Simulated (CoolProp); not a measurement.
Vapour-liquid equilibrium of propane (1) + isopentane (2) at 0.0337 MPa; x and y are mole fractions of (1).

The numbers come from the multi-fluid Helmholtz-energy mixture model, Lemmon 2009 and Lemmon 2006; pair parameters Kunz 2012 in CoolProp.

```csv
x,"bubble temperature, mixture model (°C)","bubble temperature, Raoult's law (°C)","y, mixture model","y, Raoult's law"
0.05,[?],-13.0,[?],0.463
0.2,[?],-33.9,[?],0.852
0.35,-47.5,-44.7,0.944,0.939
0.5,[?],-51.6,0.969,0.970
0.65,[?],-56.5,0.983,0.986
0.8,[?],-60.4,0.992,0.994
0.95,-63.5,-63.5,[?],0.999
```

**Question.** Complete the blanks.

**Answer.** 
- 0.05, bubble temperature, mixture model (°C): -16.4
- 0.05, y, mixture model: 0.539
- 0.2, bubble temperature, mixture model (°C): -38.2
- 0.2, y, mixture model: 0.881
- 0.5, bubble temperature, mixture model (°C): -53.1
- 0.65, bubble temperature, mixture model (°C): -57.2
- 0.8, bubble temperature, mixture model (°C): -60.6
- 0.95, y, mixture model: 0.998

The largest gap from Raoult's law is -4.3 K in bubble temperature, at x = 0.2. No azeotrope shows between x = 0.05 and 0.95.

The pair parameters rest on a limited set of measurements; away from them the model extrapolates.
